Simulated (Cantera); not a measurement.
Feed: 1 mol C₂F₆, 0.013 mol CH₄, 0.065 mol H₂, at 1.00 Torr.

Cantera equilibrium calculation (NASA polynomials, part measured and part estimated; ideal gas, pure solids and liquids). Candidate condensed phases: C, C₆H₆, C₇H₈, C₈H₁₈; 95 gas species. The feed counts by its element totals alone. Kinetics and transport are ignored. All values below are at 3448 K.

Base state: F 0.762, C 0.160, CF 0.0203, H 0.0184, C₂ 0.0174, C₃ 0.0163, HF 0.00543, CF₂ 7.04e-5 (mole fractions); condensed: gas only.

Problem. What changes in the equilibrium state with this change: H₂ from 0.065 to 2.5 mol?

Solution. 
| species | before | after |
|---|---|---|
| F | 0.762 | 0.433 |
| H | 0.0184 | 0.361 |
| C | 0.160 | 0.120 |
| HF | 0.00543 | 0.0604 |
| C₃ | 0.0163 | 0.00680 |
| CF | 0.0203 | 0.00864 |
| C₂ | 0.0174 | 0.00973 |
| H₂ | 1.65e-6 | 0.000633 |
| CH | 1.78e-6 | 2.60e-5 |
